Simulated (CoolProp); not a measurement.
Vapour pressure (MPa) of trans-2-butene: the reference equation beside estimates from Tc = 155.5 °C, pc = 4.019 MPa, ω = 0.210.

Model: reference Helmholtz-energy equation of state, Lemmon 2005, in CoolProp. It is a short technical equation, of lower accuracy than the large ones.

| T (°C) | reference | Lee-Kesler | van der Waals | Redlich-Kwong | Soave-Redlich-Kwong |
|---|---|---|---|---|---|
| -59.75 | 0.004600 | 0.004231 | 0.1085 | ___ | 0.004327 |
| -44.35 | 0.01208 | 0.01133 | 0.1717 | 0.02151 | 0.01152 |
| -28.95 | 0.02761 | 0.02635 | 0.2573 | 0.04678 | 0.02665 |
| -13.55 | 0.05639 | 0.05467 | 0.3686 | 0.09079 | 0.05501 |
| 1.85 | 0.1051 | 0.1033 | 0.5087 | 0.1609 | 0.1035 |
| 17.25 | 0.1819 | 0.1807 | 0.6807 | 0.2652 | 0.1806 |
| 32.65 | 0.2961 | 0.2962 | 0.8873 | 0.4119 | 0.2961 |
| 48.05 | ___ | 0.4602 | 1.131 | 0.6092 | 0.4607 |
| 63.45 | 0.6780 | 0.6834 | 1.414 | 0.8652 | ___ |
| 78.85 | 0.9689 | 0.9774 | 1.738 | 1.188 | 0.9846 |
| 94.25 | 1.343 | 1.355 | 2.105 | 1.584 | 1.369 |
| 109.65 | 1.816 | 1.830 | ___ | 2.061 | 1.853 |

### Question
What belongs in the gaps?

### Answer

- -59.75, Redlich-Kwong: 0.008557
- 48.05, reference: 0.4577
- 63.45, Soave-Redlich-Kwong: 0.6860
- 109.65, van der Waals: 2.516

Absolute difference from the reference over all 12 rows, mean and median: Lee-Kesler 2.3 and 0.9 %, van der Waals 521.2 and 236.9 %, Redlich-Kwong 45.6 and 42.5 %, Soave-Redlich-Kwong 2.2 and 1.8 %.
